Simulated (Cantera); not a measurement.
Charge: 1 mol CHF3, 0.99 mol HCl, equilibrated at 4.50 mbar.

Method: chemical equilibrium by Gibbs-energy minimisation in Cantera with the NASA 1993 tables (ideal gas, pure condensed phases). Candidate condensed phases: C, C6H6, C7H8, C8H18; 118 gas species. Gases not in the tables: C2F6 and larger saturated fluorocarbons. Equilibrium is a limit: real reactors are often held back by kinetics, nucleation or transport.

At 2048 K, list the 4 most abundant gas species with their mole fractions, and the condensed phases.

HF 0.579, Cl 0.286, CF2 0.0478, F 0.0449. Condensed: C(graphite).
